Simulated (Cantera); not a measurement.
# Pyrogenic steam for wet oxidation

An isothermal, constant-pressure homogeneous reactor starts with H2 : O2 : N2 = 0.61 : 1 : 2.4 (molar parts), equivalence ratio 0.30, at 1275 K and 100.0 Torr.

Detailed kinetics in Cantera: the H2/O2 subset of GRI-Mech 3.0, which has no nitrogen chemistry. The temperature is held fixed by assumption; the heat of reaction is taken as removed at once.

```csv
t (s),x H2,x O2,x O,x H2O,x OH,x H2O2
0.000600,0.00750,0.181,0.0170,0.138,0.00568,1.42e-6
0.00182,0.00135,0.186,0.00269,0.161,0.00231,1.16e-6
0.00553,0.000113,0.187,0.000221,0.164,0.000655,3.71e-7
0.0168,1.31e-5,0.188,2.72e-5,0.164,0.000232,1.00e-7
0.0510,2.39e-6,0.188,5.31e-6,0.165,0.000102,2.93e-8
0.155,5.85e-7,0.188,1.35e-6,0.165,5.15e-5,9.22e-9
0.470,1.73e-7,0.188,4.06e-7,0.165,2.83e-5,3.16e-9
1.43,7.24e-8,0.188,1.69e-7,0.165,1.82e-5,1.44e-9
4.34,5.80e-8,0.188,1.34e-7,0.165,1.62e-5,1.18e-9
13.2,5.79e-8,0.188,1.33e-7,0.165,1.62e-5,1.17e-9
40.0,5.79e-8,0.188,1.33e-7,0.165,1.62e-5,1.17e-9
```
x: mole fraction; the columns are a selection and need not sum to one.

Equilibrium at this temperature and pressure: H2 5.79e-8, O2 0.188, O 1.33e-7, H2O 0.165, OH 1.62e-5, H2O2 1.17e-9 (gas phase only).
